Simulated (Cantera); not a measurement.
Feed: 1 mol (CH3)2SiCl2, 0.72 mol C2H4, 720 mol H2, held at 10000 Pa.

Cantera equilibrium calculation (NASA polynomials, part measured and part estimated; ideal gas, pure solids and liquids). Candidate condensed phases: C, C6H6, C7H8, C8H18, Si, SiC; 109 gas species. The feed counts by its element totals alone. Gases not in the tables: Si2H6 and higher silanes. Kinetics and transport are ignored.

x: gas mole fraction; n: condensed amount in mol.

| T (K) | x H2 | x H | x HCl | x CH4 | x C2H2 (acetylene) | x Si | x SiH | n C(graphite) | n SiC(s) |
|---|---|---|---|---|---|---|---|---|---|
| 1175 | 0.995 | 3.87e-7 | 0.00276 | 0.00190 | 6.34e-8 | <1e-12 | <1e-12 | 1.07 | 1.000 |
| 1275 | 0.996 | 2.33e-6 | 0.00276 | 0.000920 | 3.83e-7 | <1e-12 | 1.51e-12 | 1.77 | 1.000 |
| 1375 | 0.997 | 1.08e-5 | 0.00276 | 0.000494 | 1.77e-6 | ___ | 3.12e-11 | 2.08 | 1.000 |
| 1475 | 0.997 | 4.10e-5 | 0.00276 | 0.000289 | 6.65e-6 | ___ | 4.27e-10 | 2.22 | 1.000 |
| 1575 | 0.997 | 0.000131 | 0.00276 | 0.000181 | 2.10e-5 | ___ | 4.17e-9 | 2.28 | 1.000 |
| 1675 | 0.997 | 0.000367 | 0.00276 | 0.000120 | 5.79e-5 | ___ | 3.09e-8 | 2.27 | 1.000 |
| 1775 | 0.996 | 0.000913 | 0.00275 | 8.31e-5 | 0.000142 | ___ | 1.82e-7 | 2.17 | 0.999 |
| 1875 | 0.995 | 0.00207 | 0.00275 | 6.00e-5 | 0.000315 | ___ | 8.87e-7 | 1.94 | 0.995 |
| 1975 | 0.992 | 0.00431 | 0.00274 | 4.47e-5 | 0.000644 | ___ | 3.66e-6 | 1.49 | 0.980 |
| 2075 | 0.988 | 0.00837 | 0.00272 | 3.42e-5 | 0.00123 | ___ | 1.31e-5 | 0.694 | 0.920 |
| 2175 | 0.980 | 0.0153 | 0.00270 | 2.44e-5 | 0.00184 | ___ | 4.55e-5 | 0 | 0.672 |

**Question.** Fill in the missing entries.

**Answer.** 
- 1375, x Si: 1.76e-11
- 1475, x Si: 3.79e-10
- 1575, x Si: 5.53e-9
- 1675, x Si: 5.83e-8
- 1775, x Si: 4.71e-7
- 1875, x Si: 3.03e-6
- 1975, x Si: 1.61e-5
- 2075, x Si: 7.30e-5
- 2175, x Si: 0.000312
